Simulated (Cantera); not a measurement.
Input: 1 mol C₃H₆, 0.66 mol H₂O, 31 mol H₂, equilibrated at 75.0 Torr.

Method: chemical equilibrium by Gibbs-energy minimisation in Cantera with the NASA 1993 tables (ideal gas, pure condensed phases). Candidate condensed phases: C, C₆H₆, C₇H₈, C₈H₁₈, H₂O; 110 gas species. The numbers say what is thermodynamically allowed, not how fast it happens.

Problem. At 1323 K, list the 4 most abundant gas species with their mole fractions, and the condensed phases.

Solution. H₂ 0.981, CO 0.0187, CH₄ 0.000654, H₂O 1.34e-5. Condensed: C(graphite).
